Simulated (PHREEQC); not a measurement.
A solution holds 0.12 mol ZnSO4, 0.0052 mol H3BO3 and 0.025 mol FeSO4 per kg of water, at 20 °C. Closed to the air; pH follows from the charge balance.

Computed with PHREEQC (ion-association model, phreeqc.dat).

This is a speciation only: nothing precipitates in the calculation.

Q: Order these Zn species by the share of Zn that they hold, largest first: Zn(SO4)2-2, Zn+2, ZnSO4.

A: Zn+2 (48 %), ZnSO4 (37 %), Zn(SO4)2-2 (16 %)

Q: Order these S species by the share of S that they hold, largest first: Zn(SO4)2-2, SO4-2, ZnSO4, FeSO4.

A: SO4-2 (37 %), ZnSO4 (30 %), Zn(SO4)2-2 (26 %), FeSO4 (6.6 %)

The pH is 5.58 and the ionic strength 0.291 mol/kgw. Species that the database lacks are ignored.
